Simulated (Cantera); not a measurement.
A closed system holds: 1 mol B, 0.14 mol H₂O, a varied amount of H₂, at 0.000820 bar.

Equilibrium computed with Cantera from the NASA thermochemical tables; the gas is ideal and each condensed phase is pure. Candidate condensed phases: B, B₂O₃, B₃O₃H₃, H₂O; 23 gas species. Mutual solubility and eutectic melting of coexisting phases are not modelled. Equilibrium is a limit: real reactors are often held back by kinetics, nucleation or transport.

Stable condensed phases, one row left out:

```
T in K \ n(H₂) in mol
         2.5 4.5 6.5 8.5  11  12  14  16  18  20  22  24
   1773    A   A   A   A   A   A   A   A   A   A   A   A
   1673    A   A   A   A   A   A   A   A   A   A   A   A
   1573    A   A   A   A   A   A   A   A   A   A   A   A
   1473    A   A   A   A   A   A   A   A   A   A   A   A
   1373    B   A   A   A   A   A   A   A   A   A   A   A
   1273    B   B   B   B   B   B   B   A   A   A   A   A
   1073    B   B   B   B   B   B   B   B   B   B   B   B
    973    B   B   B   B   B   B   B   B   B   B   B   B
    873    B   B   B   B   B   B   B   B   B   B   B   B
    773    B   B   B   B   B   B   B   B   B   B   B   B
```

A: B; B: B + B₂O₃.

Question: Give the row for 1173 K.

Answer: 2.5: B + B₂O₃; 4.5: B + B₂O₃; 6.5: B + B₂O₃; 8.5: B + B₂O₃; 11: B + B₂O₃; 12: B + B₂O₃; 14: B + B₂O₃; 16: B + B₂O₃; 18: B + B₂O₃; 20: B + B₂O₃; 22: B + B₂O₃; 24: B + B₂O₃.
